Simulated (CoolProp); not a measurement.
A single-stage vapour-compression cycle with R115: evaporating at 218.15 K (dew point), condensing at 272.15 K (bubble point), superheat 5 K, subcooling 2 K, compressor efficiency 0.65, no pressure losses. Each further row changes one setting.

The numbers come from the reference Helmholtz-energy equation of state, Lemmon 2016 in CoolProp.

```
case                              cooling COP  pressure ratio  discharge temperature (K)  refrigerating effect (kJ/kg)  volumetric capacity (kJ/m³)
--------------------------------  -----------  --------------  -------------------------  ----------------------------  ---------------------------
as stated                                1.99            9.06                      293.5                          84.4                          339
evaporating temperature 223.15 K          [?]            7.01                      291.0                          87.2                          445
condensing temperature 267.15 K           [?]            7.71                      288.1                          89.4                          359
subcooling 7 K                           2.10            9.06                      293.5                          89.4                          359
superheat 15 K                           2.03            9.06                      304.6                          90.6                          [?]
compressor efficiency 0.55               1.68            9.06                        [?]                          84.4                          339
```

Task: Some entries are withheld; supply them.

Result: 
- evaporating temperature 223.15 K, cooling COP: 2.31
- condensing temperature 267.15 K, cooling COP: 2.28
- superheat 15 K, volumetric capacity (kJ/m³): 347
- compressor efficiency 0.55, discharge temperature (K): 303.7
